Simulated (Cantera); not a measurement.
# Low-pressure radical oxidation in H2/O2

An isothermal, constant-pressure homogeneous reactor starts with 6.98 % H₂, 38.8 % O₂, 54.3 % N₂, at 1325 K and 220 Pa.

Computed with Cantera and the H2/O2 subset of GRI-Mech 3.0, which has no nitrogen chemistry. Radical loss at walls, strong at low pressure, is not modelled. The temperature is held fixed by assumption; the heat of reaction is taken as removed at once.

```csv
t (s),x H₂,x O₂,x HO₂,x H,x OH,x H₂O,x H₂O₂
3.00e-6,0.0698,0.388,1.04e-10,1.04e-10,<1e-12,<1e-12,<1e-12
9.53e-6,0.0698,0.388,3.32e-10,3.28e-10,4.00e-12,<1e-12,<1e-12
3.03e-5,0.0698,0.388,1.05e-9,1.02e-9,3.88e-11,1.69e-12,<1e-12
9.62e-5,0.0698,0.388,3.35e-9,3.03e-9,3.51e-10,4.99e-11,<1e-12
0.000306,0.0698,0.388,1.06e-8,8.83e-9,2.73e-9,1.29e-9,4.08e-12
0.000972,0.0698,0.388,3.38e-8,3.71e-8,2.09e-8,3.04e-8,4.06e-11
0.00309,0.0698,0.388,1.07e-7,9.81e-7,6.45e-7,1.76e-6,3.89e-10
0.00981,0.0429,0.371,2.41e-7,0.00989,0.00541,0.0192,1.43e-8
0.0312,0.00278,0.340,2.77e-7,0.0189,0.00546,0.0548,1.17e-8
0.0990,0.00272,0.341,2.78e-7,0.0182,0.00541,0.0553,1.18e-8
0.315,0.00255,0.343,2.78e-7,0.0162,0.00526,0.0568,1.20e-8
1.00,0.00206,0.348,2.75e-7,0.0111,0.00476,0.0607,1.24e-8
```
x: mole fraction; the columns are a selection and need not sum to one.

Equilibrium at this temperature and pressure: H₂ 3.44e-7, O₂ 0.365, HO₂ 1.32e-8, H 2.06e-8, OH 6.31e-5, H₂O 0.0723, H₂O₂ 1.36e-10 (gas phase only).
